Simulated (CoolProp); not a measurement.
The fluid at 348.28 K and 0.0793 MPa expands adiabatically to 0.0102 MPa with isentropic efficiency 0.8. The same conditions are run with several fluids, on thermodynamics alone (safety and materials aside).

The numbers come from the reference Helmholtz-energy equation of state of each fluid (cyclopentane: Gedanitz 2015; isobutane: Bücker 2006; oxygen: Schmidt 1985; R125: Lemmon 2005; tetrahydrofuran: Fiedler 2023) in CoolProp.

```csv
fluid,work (kJ/kg),final temperature (K),final density (kg/m³)
cyclopentane,?,?,0.288
isobutane,74.9,?,?
oxygen,113,?,0.174
R125,36.2,304.0,0.485
tetrahydrofuran,58.9,295.7,0.300
```

### Question
Complete the blanks.

### Answer

- cyclopentane, work (kJ/kg): 61.1
- cyclopentane, final temperature (K): 300.2
- isobutane, final temperature (K): 305.7
- isobutane, final density (kg/m³): 0.234
- oxygen, final temperature (K): 225.4

Above 300 K oxygen's equation is extrapolated.
